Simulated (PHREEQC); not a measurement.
Dissolve 1.6 mmol/kgw HF, 8.5 mmol/kgw (CH3)4NF and 0.0082 mmol/kgw H4SiO4 at 25 °C. Closed to the air; pH follows from the charge balance.

Model: ion-association model, wateq4f.dat, run in PHREEQC.

Precipitation was switched off in this run.

Problem. Order these F species by the share of F that they hold, largest first: HF, SiF6-2, HF2-, F-.

Solution. F- (85 %), HF (14 %), HF2- (0.90 %), SiF6-2 (0.48 %)

The pH is 3.92 and the ionic strength 0.00864 mol/kgw. (CH3)4N+ isn't in the database: it is added as a free cation with an ion size of 4 Å. SiF6-2 is the database's only silicon fluoride.
